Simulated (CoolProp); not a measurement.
Vapour-liquid equilibrium of propylene (1) + n-heptane (2) at 322.2 K; x and y are mole fractions of (1).

The numbers come from the multi-fluid Helmholtz-energy mixture model, Lemmon 2013 and Span 2003; pair parameters Bell 2016 in CoolProp.

Q: Give the bubble pressure and the first vapour's composition at x = 0.25, 0.45, 0.55. Is there an azeotrope?

A: x = 0.25: 498.7 kPa, y = 0.966; x = 0.45: 914.8 kPa, y = 0.983; x = 0.55: 1105 kPa, y = 0.987. No azeotrope shows between x = 0.05 and 0.95.

The pair parameters rest on a limited set of measurements; away from them the model extrapolates.
